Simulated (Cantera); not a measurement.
An adiabatic, constant-pressure homogeneous reactor starts with CH4 : O2 : N2 = 1 : 6.06 : 22.8 (molar parts), equivalence ratio 0.33, at 1798 K and 10.0 bar. Integrator tolerance rtol = 1e-08.

Model: GRI-Mech 3.0 (53 species, 325 reactions), integrated in Cantera.

Problem. What does this change do: pressure from 10.0 bar to 0.500 bar?

Solution. 
| quantity | before | after |
|---|---|---|
| time of steepest temperature rise | 15.1 µs | 0.214 ms |
| temperature at 9.00 s | 2433 K | 2383 K |
| equilibrium temperature | 2433 K | 2383 K |
| x(CH4) at 9.00 s | <1e-12 (gas-phase equilibrium <1e-12) | <1e-12 (gas-phase equilibrium <1e-12) |
| x(O2) at 9.00 s | 0.127 (gas-phase equilibrium 0.127) | 0.126 (gas-phase equilibrium 0.126) |
| x(CH2O) at 9.00 s | <1e-12 (gas-phase equilibrium <1e-12) | <1e-12 (gas-phase equilibrium <1e-12) |
| x(H2) at 9.00 s | 0.000244 (gas-phase equilibrium 0.000244) | 0.000807 (gas-phase equilibrium 0.000807) |
| x(CH2CO) at 9.00 s | <1e-12 (gas-phase equilibrium <1e-12) | <1e-12 (gas-phase equilibrium <1e-12) |
| x(H) at 9.00 s | 9.23e-5 (gas-phase equilibrium 9.23e-5) | 0.000593 (gas-phase equilibrium 0.000593) |

Problem. What does this change do: pressure from 10.0 bar to 1.00 bar?

Solution. 
```
quantity                                                              before                                      after
---------------------------------  -----------------------------------------  -----------------------------------------
time of steepest temperature rise                                    15.1 µs                                   0.111 ms
temperature at 9.00 s                                                 2433 K                                     2398 K
equilibrium temperature                                               2433 K                                     2398 K
x(CH4) at 9.00 s                       <1e-12 (gas-phase equilibrium <1e-12)      <1e-12 (gas-phase equilibrium <1e-12)
x(O2) at 9.00 s                          0.127 (gas-phase equilibrium 0.127)        0.126 (gas-phase equilibrium 0.126)
x(CH2O) at 9.00 s                      <1e-12 (gas-phase equilibrium <1e-12)      <1e-12 (gas-phase equilibrium <1e-12)
x(H2) at 9.00 s                    0.000244 (gas-phase equilibrium 0.000244)  0.000627 (gas-phase equilibrium 0.000627)
x(CH2CO) at 9.00 s                     <1e-12 (gas-phase equilibrium <1e-12)      <1e-12 (gas-phase equilibrium <1e-12)
x(H) at 9.00 s                       9.23e-5 (gas-phase equilibrium 9.23e-5)  0.000398 (gas-phase equilibrium 0.000398)
```
